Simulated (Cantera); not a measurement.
An isothermal, constant-pressure homogeneous reactor starts with CO : O2 : H2O : N2 = 0.0011 : 0.091 : 0.0003 : 1 (molar parts), equivalence ratio 0.0060, at 1448 K and 3.60 bar.

Model: GRI-Mech 3.0 (53 species, 325 reactions), integrated in Cantera.

x: mole fraction; the columns are a selection and need not sum to one.

```
t (s)         x CO    x O2     x H2O    x H2O2      x OH
--------  --------  ------  --------  --------  --------
3.00e-5    0.00101  0.0833  0.000275    <1e-12  4.08e-10
0.000225   0.00101  0.0833  0.000275    <1e-12   1.30e-8
0.00169   0.000996  0.0833  0.000273  1.45e-10   2.42e-6
0.0127         ___  0.0829  0.000269       ___       ___
0.0949     2.85e-6  0.0828  0.000273  7.94e-11   2.76e-6
0.711      4.11e-9  0.0828  0.000274  2.28e-11   1.48e-6
5.33       4.05e-9  0.0828  0.000274  2.28e-11   1.48e-6
40.0       4.05e-9  0.0828  0.000274  2.28e-11   1.48e-6
300        4.05e-9  0.0828  0.000274  2.28e-11   1.48e-6
```

Question: What belongs in the gaps?

Answer: 
- 0.0127, x CO: 0.000213
- 0.0127, x H2O2: 1.29e-9
- 0.0127, x OH: 1.06e-5
